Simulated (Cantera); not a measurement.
A closed system holds: 1 mol C2H6, 0.43 mol CO2, at 623.15 K and 10000 Pa.

Equilibrium computed with Cantera from the NASA thermochemical tables; the gas is ideal and each condensed phase is pure. Candidate condensed phases: C, C6H6, C7H8, C8H18, H2O; 110 gas species. Rates play no part.

What is the equilibrium state?

x(CH4): 0.379
x(H2O): 0.310
x(H2): 0.273
x(CO2): 0.0365
x(CO): 0.00152
n(C(graphite)): 1.50 mol
gas amount: 2.237 mol
